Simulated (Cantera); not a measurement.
Charge: 1 mol borazine, 3.6 mol O2, 1.3 mol N2, at 1750 K and 0.100 bar.

Cantera equilibrium calculation (NASA polynomials, part measured and part estimated; ideal gas, pure solids and liquids). Candidate condensed phases: B, BN, B2O3, B3O3H3, H2O; 39 gas species. The feed counts by its element totals alone. Equilibrium is a limit: real reactors are often held back by kinetics, nucleation or transport.

**Question.** What is the equilibrium state?

**Answer.** 
```json
{
  "x(N2)": "0.412",
  "x(H2O)": "0.267",
  "x(HBO2)": "0.259",
  "x(H2)": "0.0440",
  "x(B2O3)": "0.0167",
  "x(H)": "0.000154",
  "x((HBO2)3)": "0.000116",
  "x(HBO)": "8.79e-5",
  "x(BO2)": "6.48e-5",
  "n(B2O3(l))": "0.504 mol",
  "gas_amount": "6.796 mol",
  "log10 activity of B(s) (absent)": "-7.30",
  "log10 activity of B3O3H3(s) (absent)": "-16.97"
}
```
